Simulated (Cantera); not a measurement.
Feed: 1 mol CH2F2, 0.61 mol F2, 6.2 mol H2, at 13300 Pa.

Cantera equilibrium calculation (NASA polynomials, part measured and part estimated; ideal gas, pure solids and liquids). Candidate condensed phases: C, C6H6, C7H8, C8H18; 95 gas species. Kinetics and transport are ignored.

x: gas mole fraction; n: condensed amount in mol.

```csv
T (K),x H2,x HF,x H,x C2H2 (acetylene),x F,x C2H,n C(graphite)
1998,0.631,0.365,0.00349,0.000478,8.23e-7,4.92e-8,0.991
2098,0.628,0.364,0.00668,0.000897,2.33e-6,2.45e-7,0.984
2198,0.623,0.363,?,?,?,?,0.972
2298,0.615,0.362,0.0206,0.00263,1.43e-5,3.96e-6,0.953
2398,0.603,0.359,0.0335,0.00416,3.16e-5,1.33e-5,0.924
2498,0.585,0.356,?,?,?,?,0.884
2598,0.561,0.351,0.0781,0.00903,0.000130,0.000110,0.829
```

Some entries are withheld; supply them.


- 2198, x H: 0.0120
- 2198, x C2H2 (acetylene): 0.00158
- 2198, x F: 6.00e-6
- 2198, x C2H: 1.05e-6
- 2498, x H: 0.0522
- 2498, x C2H2 (acetylene): 0.00628
- 2498, x F: 6.60e-5
- 2498, x C2H: 4.01e-5
